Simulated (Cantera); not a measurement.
A freely propagating, adiabatic, planar premixed flame of 11.0 % CH4, 18.3 % O2, 68.8 % N2, 1.87 % H2, equivalence ratio 1.2, unburnt at 575 K and 0.310 bar; mixture-averaged transport, grid criteria slope 0.08 and curve 0.16, no radiation.

Model: GRI-Mech 3.0 (53 species, 325 reactions), integrated in Cantera. Burning velocities carry a grid error of a few per cent, more on coarse grids.

x: mole fraction of selected species; z is measured from the peak of heat release.

```
z (mm)       T (K)  u (m/s)       x CH4        x O2      x H2O2        x H2       x HCN       x CH3
------  ----------  -------  ----------  ----------  ----------  ----------  ----------  ----------
-2.73          575     1.51       0.110       0.183       <1e-8      0.0197       <1e-8     5.58e-8
-1.82          577     1.52       0.109       0.183     1.22e-7      0.0220       <1e-8     8.16e-7
-1.37          584     1.54       0.108       0.182     5.76e-7      0.0251       <1e-8     4.31e-6
-0.911         650     1.73       0.104       0.177     2.43e-6      0.0320     1.22e-7     4.15e-5
-0.455  (withheld)     2.89  (withheld)  (withheld)  (withheld)  (withheld)  (withheld)  (withheld)
-0.228        1470     4.05      0.0397       0.100     3.19e-6      0.0503     5.49e-6     0.00442
0             1827     5.09      0.0108      0.0528     1.06e-6      0.0507     1.19e-5     0.00427
0.228         1992     5.57     0.00132      0.0236     2.06e-7      0.0448     1.44e-5     0.00105
0.455         2035     5.68     9.66e-5      0.0117     7.14e-8      0.0400     9.85e-6    0.000105
0.911         2055     5.71     4.06e-7     0.00599     5.92e-8      0.0385     3.03e-6     5.47e-7
1.82          2073     5.75       <1e-8     0.00474     5.32e-8      0.0393     3.29e-7       <1e-8
3.64          2097     5.80       <1e-8     0.00414     4.68e-8      0.0391     1.57e-8       <1e-8
7.29          2133     5.89       <1e-8  (withheld)  (withheld)      0.0385       <1e-8       <1e-8
```

Fill in the missing entries.


- -0.455, T (K): 1065
- -0.455, x CH4: 0.0734
- -0.455, x O2: 0.143
- -0.455, x H2O2: 4.10e-6
- -0.455, x H2: 0.0443
- -0.455, x HCN: 1.94e-6
- -0.455, x CH3: 0.00114
- 7.29, x O2: 0.00335
- 7.29, x H2O2: 3.86e-8
